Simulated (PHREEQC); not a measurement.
Model water analysis in mg/kgw, 40 °C, pH 7.47:

```json
[
 {"constituent": "Na", "mg/kgw": "5220"},
 {"constituent": "K", "mg/kgw": "635"},
 {"constituent": "Ca", "mg/kgw": "668"},
 {"constituent": "Mg", "mg/kgw": "351"},
 {"constituent": "Cl", "mg/kgw": "11100"},
 {"constituent": "S(6) as SO4", "mg/kgw": "39.6"},
 {"constituent": "Alkalinity as HCO3", "mg/kgw": "4.42"},
 {"constituent": "Si as SiO2", "mg/kgw": "5.53"},
 {"constituent": "Sr", "mg/kgw": "3.34"}
]
```

Valence states are taken as typed.

Model: Pitzer model, pitzer.dat, run in PHREEQC.

No solid was allowed to form.

Question: Predict the activity of water, specific conductance, osmotic coefficient.

Answer: activity of water 0.990; specific conductance 39500 µS/cm; osmotic coefficient 0.911.

Question: In which forms is C present?

Answer: HCO3- 94 %, CO2 4.3 %, CO3-2 0.8 % of the C.

Species that the database lacks are ignored. Away from 25 °C the constants follow the database's enthalpies or fits; those with neither stay at their 25 °C values.
